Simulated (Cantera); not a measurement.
A Cantera script and what it prints.

```python
import numpy as np
import cantera as ct

gas_names = """
    H HO2 H2 H2O H2O2 O OH O2 O3 Pb PbO Pb2
""".split()
cond_names = """
    H2O(s) H2O(L) Pb(cr) Pb(L) PbO(rd) PbO(yw) PbO(L) PbO2(s) Pb3O4(s)
""".split()


# ... load() reads the species with a 1 bar reference pressure and builds the phases ...
atoms = {
    'Pb': {'Pb': 1},
    'O2': {'O': 2},
    'H2': {'H': 2},
}
top_T = {'Pb3O4(s)': 820}  # K; cautious upper limits of use, not melting points


# ... equilibrate(T, P, feed) seeds the gas with the atoms and calls Mixture.equilibrate('TP', solver="vcs", rtol=1e-11, max_steps=5000) ...
results = []
feed = {'Pb': 1, 'O2': 0.027, 'H2': 2.3}  # mol
T = 1100  # K
P = 470000  # Pa
mix = equilibrate(T, P, feed)
results.append((T, P, feed, dict(zip(mix.species_names, mix.species_moles))))
x = sorted(zip(gas.X, gas.species_names), reverse=True)
print(f"T = {T:g} K  P = {P:g} Pa  gas = {mix.phase_moles(0):.4g} mol")
print("   x: " + "  ".join(f"{s} {v:.3e}" for v, s in x if v > 0.0001))
print("   condensed (mol): " + ("  ".join(f"{mix.phase(i).name} {mix.phase_moles(i):.4g}"
      for i in range(1, mix.n_phases) if mix.phase_moles(i) > 1e-12) or "none"))
```

Result:

```
T = 1100 K  P = 470000 Pa  gas = 2.3 mol
   x: H2 9.765e-01  H2O 2.348e-02
   condensed (mol): Pb(L) 0.9999
```

Method: chemical equilibrium by Gibbs-energy minimisation in Cantera with the NASA 1993 tables (ideal gas, pure condensed phases).
